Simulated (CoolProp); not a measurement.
Properties of oxygen along the isobar 77.5 bar.

Values from CoolProp's reference Helmholtz-energy equation of state, Schmidt 1985.

```csv
T (K),phase,Z,cp (kJ/(kg K)),cv (kJ/(kg K)),isothermal compressibility (1/MPa),expansivity (1/kK),conductivity (mW/(m K))
91.3,liquid,0.2835,1.667,0.9397,0.001776,4.037,155
104.3,liquid,0.2624,1.699,0.8959,0.002510,4.588,137
117.2,liquid,0.2491,1.765,0.8600,0.003756,5.443,119
130.2,liquid,0.2427,1.893,0.8322,0.006228,6.919,102
143.2,liquid,0.2457,2.168,0.8164,0.01255,10.02,83.7
156.2,supercritical,0.2701,3.060,0.8299,0.04212,20.62,65.6
169.2,supercritical,0.4332,5.211,0.8765,0.3040,56.30,42.6
182.2,supercritical,0.6290,2.306,0.7833,0.2123,21.49,30.1
195.2,supercritical,0.7295,1.679,0.7395,0.1767,13.35,27.3
208.2,supercritical,0.7938,1.427,0.7151,0.1605,9.951,26.5
221.2,supercritical,0.8391,1.292,0.7003,0.1513,8.068,26.5
234.2,supercritical,0.8728,1.210,0.6909,0.1454,6.858,26.8
247.2,supercritical,0.8988,1.155,0.6847,0.1413,6.006,27.3
260.2,supercritical,0.9192,1.116,0.6807,0.1384,5.370,28.0
273.2,supercritical,0.9356,1.087,0.6782,0.1361,4.873,28.6
286.1,supercritical,0.9489,1.065,0.6768,0.1344,4.476,29.4
```

The peak of cp marks the crossing from liquid-like to gas-like fluid above the critical point.

Thermal conductivity comes from a separate model (Lemmon 2004).
